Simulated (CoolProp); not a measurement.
R125 at 298.15 K and 3.27 MPa flows at 0.2 m/s in a round tube of 4.6 mm bore and 45 µm roughness, fully developed (64/Re and Nu = 3.66 if laminar; Colebrook and Gnielinski if turbulent). Each further row changes one setting.

Values from CoolProp's reference Helmholtz-energy equation of state, Lemmon 2005.

```tsv
case	Reynolds number	Darcy friction factor	pressure drop (Pa/m)	heat-transfer coefficient (W/(m² K))	mass flow (kg/h)
as stated	___	___	235	___	___
velocity 0.4 m/s	14800	___	874	1490	___
diameter 9.2 mm	14800	0.0355	___	667	58.2
```

### Question
What belongs in the gaps?

### Answer

- as stated, Reynolds number: 7390
- as stated, Darcy friction factor: 0.0445
- as stated, heat-transfer coefficient (W/(m² K)): 730
- as stated, mass flow (kg/h): 14.5
- velocity 0.4 m/s, Darcy friction factor: 0.0414
- velocity 0.4 m/s, mass flow (kg/h): 29.1
- diameter 9.2 mm, pressure drop (Pa/m): 93.9

Viscosity comes from a separate model (Huber 2006). Thermal conductivity comes from a separate model (Perkins 2006).
